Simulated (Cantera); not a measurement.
A perfectly stirred reactor is fed with CH₄ : H₂ = 0.036 : 1 (molar parts), at 0.290 bar; it is held at 1650 K, and followed from long to short residence time.

Detailed kinetics in Cantera: GRI-Mech 3.0 (53 species, 325 reactions). GRI-Mech 3.0 stops at C3 and has no aromatics, soot or wall deposition, so with more carbon than oxygen in the feed, carbon stays in small species such as C2H2 where larger ones or solid carbon would form.

x: mole fraction; the columns are a selection and need not sum to one.

| τ (s) | x CH₄ | x H₂ | x CH₂ | x H | x C₂H₄ |
|---|---|---|---|---|---|
| 9.6 | 0.00963 | 0.978 | 5.49e-9 | 0.000166 | (withheld) |
| 4.4 | 0.0121 | 0.977 | 6.77e-9 | 0.000165 | (withheld) |
| 2.0 | 0.0156 | 0.975 | 8.53e-9 | 0.000163 | (withheld) |
| 0.92 | 0.0198 | 0.973 | 1.06e-8 | 0.000161 | (withheld) |
| 0.42 | 0.0243 | 0.970 | 1.27e-8 | 0.000159 | (withheld) |
| 0.19 | 0.0284 | 0.968 | 1.44e-8 | 0.000157 | (withheld) |
| 0.087 | 0.0312 | 0.967 | 1.55e-8 | 0.000155 | (withheld) |
| 0.040 | 0.0329 | 0.966 | 1.59e-8 | 0.000153 | (withheld) |
| 0.018 | 0.0339 | 0.966 | 1.56e-8 | 0.000149 | (withheld) |
| 0.0083 | 0.0343 | 0.965 | 1.43e-8 | 0.000142 | (withheld) |
| 0.0038 | 0.0345 | 0.965 | 1.16e-8 | 0.000127 | (withheld) |

**Question.** Complete the blanks.

**Answer.** 
- 9.6, x C₂H₄: 0.000245
- 4.4, x C₂H₄: 0.000224
- 2.0, x C₂H₄: 0.000193
- 0.92, x C₂H₄: 0.000158
- 0.42, x C₂H₄: 0.000122
- 0.19, x C₂H₄: 9.04e-5
- 0.087, x C₂H₄: 6.85e-5
- 0.040, x C₂H₄: 5.44e-5
- 0.018, x C₂H₄: 4.41e-5
- 0.0083, x C₂H₄: 3.43e-5
- 0.0038, x C₂H₄: 2.22e-5
